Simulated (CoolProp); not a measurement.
C3F8 (R218) at 298.15 K and 0.22 MPa is throttled through a valve to 0.0998 MPa with no heat exchange. Each further row changes one setting.

Values from CoolProp's reference Helmholtz-energy equation of state, Lemmon 2006. It is a short technical equation, of lower accuracy than the large ones.

```json
[
 {"case": "as stated", "temperature change (K)": "-1.6", "final density (kg/m³)": "7.78"},
 {"case": "outlet pressure 0.0299 MPa", "temperature change (K)": "-2.5", "final density (kg/m³)": "2.30"},
 {"case": "outlet pressure 0.13 MPa", "temperature change (K)": "-1.2", "final density (kg/m³)": "10.2"}
]
```
